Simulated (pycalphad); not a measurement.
# Effect of Cu content in Al-Cu-Si

CALPHAD calculation (pycalphad, COST 507 light-alloy database (1999)), 1 atm. These are 1990s assessments: newer ones move some temperatures and phases. Not assessed as a whole: an extrapolation from subsystems, which can miss ternary compounds. Amounts are mole fractions of atoms.

### Question
One of these alloys has its liquidus at 859 K, its solidus at 785 K, and holds liquid 0.89, fcc 0.11 at 850 K. Which?
A) Al-1.64Cu-8.18Si (at.%)
B) Al-3.28Cu-8.18Si (at.%)
C) Al-0.82Cu-8.18Si (at.%)

### Answer
B, Al-3.28Cu-8.18Si (at.%). The others: Al-0.82Cu-8.18Si (at.%), liquidus 874, solidus 819; Al-1.64Cu-8.18Si (at.%), liquidus 869, solidus 794
